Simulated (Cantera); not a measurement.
Mixture: CH₄ : O₂ : N₂ = 1 : 2 : 7.6 (molar parts), at 760 Torr, adiabatic and at constant pressure. Ignition delay is the time to a rise of 400 K.

Model: GRI-Mech 3.0 (53 species, 325 reactions), integrated in Cantera.

Task: Predict: delay at 1000 K; delay at 1050 K; delay at 1100 K; delay at 1150 K; delay at 1200 K; delay at 1250 K; apparent activation energy between 1150 and 1250 K.

Result: 
```
Property                                                Result
--------------------------------------------------  ----------
delay at 1000 K                                         1.11 s
delay at 1050 K                                        0.470 s
delay at 1100 K                                        0.208 s
delay at 1150 K                                        95.7 ms
delay at 1200 K                                        45.9 ms
delay at 1250 K                                        22.8 ms
apparent activation energy between 1150 and 1250 K  170 kJ/mol
```
